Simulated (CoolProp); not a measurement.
A Linde-Hampson liquefier for ethane: isothermal reversible compression at 320 K from 1 atm to 20 MPa, throttling to 1 atm, return gas leaving the recuperator 0 K below the feed. Each further row changes one setting.

Model: reference Helmholtz-energy equation of state, Bücker 2006, in CoolProp.

```tsv
case	liquid yield per pass	compression work (kJ/kg of gas)
as stated	0.465	366
high pressure 40 MPa	0.461	414
warm-end temperature 350 K	0.381	429
warm-end gap 5 K	0.458	366
```
